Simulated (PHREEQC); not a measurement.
PHREEQC input (ion-association model, wateq4f.dat):

```
SOLUTION_MASTER_SPECIES
  An  An-  0  An  62.0  # stands for a non-complexing anion
SOLUTION_SPECIES
  An- = An-
    -log_k 0
    -gamma 3.0 0
PHASES
  Fix_H+
    H+ = H+
    -log_k 0
SOLUTION 1
  temp 25
  units mmol/kgw
  pH 7 charge
  S(6) 1.7
  Na 103.403
  F 0.0025
  An 100
END
SELECTED_OUTPUT 1
  -reset false
  -pH true
  -pe true
  -ionic_strength true
  -water true
  -totals F Na S S(-2) S(6)
  -molalities Hfo_wOH Hfo_wOH2+ Hfo_wO- Hfo_sOH Hfo_sOH2+ Hfo_sO- Hfo_wSO4- Hfo_wOHSO4-2 Hfo_wF Hfo_wOHF-
  -saturation_indices Mirabilite
USER_PUNCH 1
  -headings sigma psi
  10 PUNCH EDL("sigma", "Hfo"), EDL("psi", "Hfo")
PRINT
  -reset false
USE solution 1
SURFACE 1
  Hfo_wOH 0.00094382 600 0.42
  Hfo_sOH 2.35955e-05
EQUILIBRIUM_PHASES 1
  Fix_H+ -4 HAn 10
    -force_equality true
  O2(g) -0.68 10
END
# ... the last block is repeated for the other 12 points of pH, with NaOH or the acid as the point needs
```

Selected output (columns that matter, 13 of 13 rows; pH added in front):

```
pH	mu	F	Na	S	m_Hfo_wOH	m_Hfo_wOH2+	m_Hfo_wO-	m_Hfo_sOH	m_Hfo_sOH2+	m_Hfo_sO-	m_Hfo_wSO4-	si_Mirabilite	sigma	psi
4	0.10454	2.0494e-06	0.1034	0.0013351	6.4902e-06	0.00057202	1.687e-09	2.6471e-07	2.3331e-05	6.8805e-11	0.0003568	-4.4759	0.085177	0.079556
4.5	0.10447	2.0276e-06	0.1034	0.0013467	1.9618e-05	0.00057041	1.5457e-08	7.8451e-07	2.281e-05	6.1811e-10	0.00033069	-4.4709	0.083193	0.078469
5	0.10446	2.0287e-06	0.1034	0.0013747	5.5295e-05	0.00056262	1.245e-07	2.111e-06	2.148e-05	4.753e-09	0.00027213	-4.4616	0.078662	0.075866
5.5	0.10447	2.0474e-06	0.1034	0.0014263	0.00013633	0.00053251	7.9962e-07	4.8038e-06	1.8763e-05	2.8175e-08	0.00018138	-4.4456	0.07056	0.070885
6	0.1045	2.0865e-06	0.1034	0.0014973	0.00027804	0.00045882	3.86e-06	8.8569e-06	1.4616e-05	1.2296e-07	9.1921e-05	-4.4246	0.059667	0.063443
6.5	0.10454	2.151e-06	0.1034	0.001574	0.00045763	0.00034595	1.3868e-05	1.3209e-05	9.9858e-06	4.0029e-07	3.4714e-05	-4.403	0.047525	0.053921
7	0.10457	2.2432e-06	0.1034	0.0016398	0.00061342	0.000233	3.6997e-05	1.6384e-05	6.2233e-06	9.8816e-07	9.648e-06	-4.3854	0.034605	0.042025
7.5	0.10458	2.3497e-06	0.1034	0.0016813	0.0006972	0.00015669	7.1069e-05	1.7785e-05	3.9971e-06	1.813e-06	1.9002e-06	-4.3746	0.019969	0.025929
8	0.10457	2.4321e-06	0.1034	0.0016964	0.00072124	0.00011727	0.00010162	1.8102e-05	2.9433e-06	2.5504e-06	2.7413e-07	-4.3707	0.00345	0.0046663
8.5	0.10458	2.473e-06	0.10344	0.0016994	0.00072187	9.3012e-05	0.00012834	1.8058e-05	2.3268e-06	3.2106e-06	3.4683e-08	-4.3696	-0.0143	-0.018935
9	0.10462	2.4894e-06	0.10351	0.0016999	0.00071092	7.2006e-05	0.00016079	1.7775e-05	1.8003e-06	4.0203e-06	4.3456e-09	-4.3691	-0.034919	-0.042329
9.5	0.10468	2.4957e-06	0.1036	0.0017	0.00068467	5.1795e-05	0.00020734	1.7117e-05	1.2949e-06	5.1835e-06	5.6018e-10	-4.3684	-0.06106	-0.064409
10	0.10482	2.4982e-06	0.10378	0.0017	0.0006346	3.3457e-05	0.00027575	1.5865e-05	8.3642e-07	6.8938e-06	7.4457e-11	-4.3673	-0.0951	-0.08471
```

Complexes and solids missing from the database can't appear.
